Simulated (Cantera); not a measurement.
An adiabatic, constant-pressure homogeneous reactor starts with CH₄ : CO : O₂ : N₂ = 1 : 0.071 : 2.83 : 10.6 (molar parts), at 1200 K and 0.970 bar. Integrator tolerance rtol = 1e-08.

Computed with Cantera and GRI-Mech 3.0 (53 species, 325 reactions).

| quantity | before | after |
|---|---|---|
| time of steepest temperature rise | 40.7 ms | 0.451 ms |
| temperature at 0.200 s | 2466 K | 2656 K |
| equilibrium temperature | 2466 K | 2656 K |
| x(CH₄) at 0.200 s | <1e-12 (gas-phase equilibrium <1e-12) | <1e-12 (gas-phase equilibrium <1e-12) |
| x(CO) at 0.200 s | 0.00888 (gas-phase equilibrium 0.00888) | 0.0191 (gas-phase equilibrium 0.0191) |
| x(O₂) at 0.200 s | 0.0514 (gas-phase equilibrium 0.0514) | 0.0523 (gas-phase equilibrium 0.0523) |
| x(CH₃) at 0.200 s | <1e-12 (gas-phase equilibrium <1e-12) | <1e-12 (gas-phase equilibrium <1e-12) |
| x(H₂) at 0.200 s | 0.00290 (gas-phase equilibrium 0.00290) | 0.00638 (gas-phase equilibrium 0.00638) |
| x(CO₂) at 0.200 s | 0.0644 (gas-phase equilibrium 0.0644) | 0.0532 (gas-phase equilibrium 0.0532) |
| x(OH) at 0.200 s | 0.0104 (gas-phase equilibrium 0.0104) | 0.0177 (gas-phase equilibrium 0.0177) |

Name the change that produced these shifts.
A. initial temperature 1200 to 1598 K
B. O2 2.83 to 1.2 parts
C. constant volume in place of constant pressure
D. pressure from 0.970 bar to 2.20 bar

A, initial temperature 1200 to 1598 K
